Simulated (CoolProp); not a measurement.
A Linde-Hampson liquefier for oxygen: isothermal reversible compression at 280 K from 1 atm to 10 MPa, throttling to 1 atm, return gas leaving the recuperator 2 K below the feed. Each further row changes one setting.

Computed with CoolProp (reference Helmholtz-energy equation of state, Schmidt 1985).

| case | liquid yield per pass | compression work (kJ/kg of gas) |
|---|---|---|
| as stated | 0.065 | 328 |
| high pressure 20 MPa | 0.124 | 375 |
| warm-end temperature 310 K | 0.048 | 366 |
| warm-end gap 7 K | 0.054 | 328 |

Above 300 K oxygen's equation is extrapolated.
